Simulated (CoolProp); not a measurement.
A simple Rankine cycle with fluoroethane (R161): condensing at 292.15 K, boiler at 2.89 MPa, turbine inlet 351.8 K, turbine efficiency 0.6, pump efficiency 0.8, no recuperator. Each further row changes one setting.

Model: reference Helmholtz-energy equation of state, Wu 2012, in CoolProp.

```json
[
 {"case": "as stated", "thermal efficiency (%)": "7.5", "net work (kJ/kg)": "28.1", "heat in (kJ/kg)": "375", "turbine exit temperature (K)": "292.2", "volume ratio over the turbine": "?"},
 {"case": "turbine inlet 371.8 K", "thermal efficiency (%)": "7.9", "net work (kJ/kg)": "33.3", "heat in (kJ/kg)": "?", "turbine exit temperature (K)": "317.7", "volume ratio over the turbine": "?"},
 {"case": "condensing temperature 284.15 K", "thermal efficiency (%)": "8.6", "net work (kJ/kg)": "?", "heat in (kJ/kg)": "393", "turbine exit temperature (K)": "284.2", "volume ratio over the turbine": "?"},
 {"case": "boiler pressure 2.02 MPa", "thermal efficiency (%)": "6.1", "net work (kJ/kg)": "?", "heat in (kJ/kg)": "407", "turbine exit temperature (K)": "314.1", "volume ratio over the turbine": "?"},
 {"case": "turbine efficiency 0.5", "thermal efficiency (%)": "6.1", "net work (kJ/kg)": "22.9", "heat in (kJ/kg)": "375", "turbine exit temperature (K)": "293.5", "volume ratio over the turbine": "?"}
]
```

Problem. Complete the blanks.

Solution. 
- as stated, volume ratio over the turbine: 3.94
- turbine inlet 371.8 K, heat in (kJ/kg): 421
- turbine inlet 371.8 K, volume ratio over the turbine: 3.78
- condensing temperature 284.15 K, net work (kJ/kg): 33.6
- condensing temperature 284.15 K, volume ratio over the turbine: 4.97
- boiler pressure 2.02 MPa, net work (kJ/kg): 24.7
- boiler pressure 2.02 MPa, volume ratio over the turbine: 2.59
- turbine efficiency 0.5, volume ratio over the turbine: 4.01

The expansion ends wet for: as stated; condensing temperature 284.15 K.
